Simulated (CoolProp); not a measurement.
Vapour-liquid equilibrium of R152A (1) + isobutane (2) at 1600 kPa; x and y are mole fractions of (1).

Computed with CoolProp (multi-fluid Helmholtz-energy mixture model, Outcalt 1996 and Bücker 2006; pair parameters Bell 2016).

```json
[
 {"x": "0.05", "bubble temperature, mixture model (K)": "356.5", "bubble temperature, Raoult's law (K)": "360.0", "y, mixture model": "0.113", "y, Raoult's law": "0.084"},
 {"x": "0.125", "bubble temperature, mixture model (K)": "350.1", "bubble temperature, Raoult's law (K)": "357.3", "y, mixture model": "0.249", "y, Raoult's law": "0.200"},
 {"x": "0.2", "bubble temperature, mixture model (K)": "345.2", "bubble temperature, Raoult's law (K)": "354.9", "y, mixture model": "0.353", "y, Raoult's law": "0.304"},
 {"x": "0.275", "bubble temperature, mixture model (K)": "341.5", "bubble temperature, Raoult's law (K)": "352.6", "y, mixture model": "0.434", "y, Raoult's law": "0.398"},
 {"x": "0.35", "bubble temperature, mixture model (K)": "338.8", "bubble temperature, Raoult's law (K)": "350.4", "y, mixture model": "0.500", "y, Raoult's law": "0.484"},
 {"x": "0.425", "bubble temperature, mixture model (K)": "336.7", "bubble temperature, Raoult's law (K)": "348.4", "y, mixture model": "0.555", "y, Raoult's law": "0.562"},
 {"x": "0.5", "bubble temperature, mixture model (K)": "335.2", "bubble temperature, Raoult's law (K)": "346.5", "y, mixture model": "0.604", "y, Raoult's law": "0.635"},
 {"x": "0.575", "bubble temperature, mixture model (K)": "334.1", "bubble temperature, Raoult's law (K)": "344.7", "y, mixture model": "0.649", "y, Raoult's law": "0.701"},
 {"x": "0.65", "bubble temperature, mixture model (K)": "333.3", "bubble temperature, Raoult's law (K)": "343.0", "y, mixture model": "0.693", "y, Raoult's law": "0.763"},
 {"x": "0.725", "bubble temperature, mixture model (K)": "332.9", "bubble temperature, Raoult's law (K)": "341.3", "y, mixture model": "0.739", "y, Raoult's law": "0.820"},
 {"x": "0.8", "bubble temperature, mixture model (K)": "332.9", "bubble temperature, Raoult's law (K)": "339.7", "y, mixture model": "0.791", "y, Raoult's law": "0.874"},
 {"x": "0.875", "bubble temperature, mixture model (K)": "333.4", "bubble temperature, Raoult's law (K)": "338.2", "y, mixture model": "0.852", "y, Raoult's law": "0.924"},
 {"x": "0.95", "bubble temperature, mixture model (K)": "334.5", "bubble temperature, Raoult's law (K)": "336.8", "y, mixture model": "0.932", "y, Raoult's law": "0.970"}
]
```

The largest gap from Raoult's law is -11.7 K in bubble temperature, at x = 0.425. y crosses x between x = 0.725 and 0.8: the model has an azeotrope there.

The pair parameters rest on a limited set of measurements; away from them the model extrapolates.
